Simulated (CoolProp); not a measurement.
Vapour-liquid equilibrium of isohexane (1) + n-heptane (2) at 249.4 K; x and y are mole fractions of (1).

Values from CoolProp's multi-fluid Helmholtz-energy mixture model, Lemmon 2006 and Span 2003; pair parameters Bell 2016.

Task: Give the bubble pressure and the first vapour's composition at x = 0.125, 0.425, 0.875. Is there an azeotrope?

Result: x = 0.125: 0.0005594 MPa, y = 0.534; x = 0.425: 0.001162 MPa, y = 0.851; x = 0.875: 0.002073 MPa, y = 0.982. No azeotrope shows between x = 0.05 and 0.95.

The pair parameters rest on a limited set of measurements; away from them the model extrapolates.
